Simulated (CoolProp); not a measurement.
Vapour-liquid equilibrium of R134a (1) + R152A (2) at 0.00359 MPa; x and y are mole fractions of (1).

Computed with CoolProp (multi-fluid Helmholtz-energy mixture model, Tillner-Roth 1994 and Outcalt 1996; pair parameters Lemmon 2004).

```tsv
x	bubble temperature (°C)	y at the bubble point	dew temperature at overall composition x (°C)	liquid density (mol/L)
0.05	-79.8	___	-79.7	16.87
0.15	-79.4	0.116	-79.2	16.65
0.25	-79.1	0.215	-79.0	16.43
0.35	-78.8	0.328	-78.8	16.21
0.45	-78.8	0.448	-78.8	16.01
0.55	-78.8	0.570	-78.8	15.81
0.65	-79.0	0.687	-78.9	15.62
0.75	-79.3	0.794	-79.2	15.43
0.85	___	___	-79.5	15.25
0.95	-80.1	0.966	-80.0	15.08
```

Q: Fill in the missing entries.

A: 
- 0.05, y at the bubble point: 0.034
- 0.85, bubble temperature (°C): -79.6
- 0.85, y at the bubble point: 0.888

y crosses x between x = 0.45 and 0.55: the model has an azeotrope there.

Pair parameters are fitted to limited data, so mixtures are less certain than the pure fluids.
